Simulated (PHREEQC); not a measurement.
0.073 g of hydrous ferric oxide (600 m²/g; 0.2 weak and 0.005 strong sites per Fe, Dzombak-Morel constants, diffuse double layer) in 1 kg of water with 0.001 mol/kgw of an inert sodium salt and 0.00075 mmol/kgw NiCl2, at 25 °C; the pH is set by adding NaOH or the inert anion's acid. O2 is buffered at 0.21 atm. No CO2 enters from the air. Nothing may precipitate in this run.

The series has 13 steps of pH, from 4 to 12.

Computed with PHREEQC (ion-association model, wateq4f.dat).

### Question
Near which pH is half of the Ni sorbed, and on which side is more sorbed?

### Answer
Near pH 6.6, with more sorbed at higher pH.

Species that the database lacks are ignored.
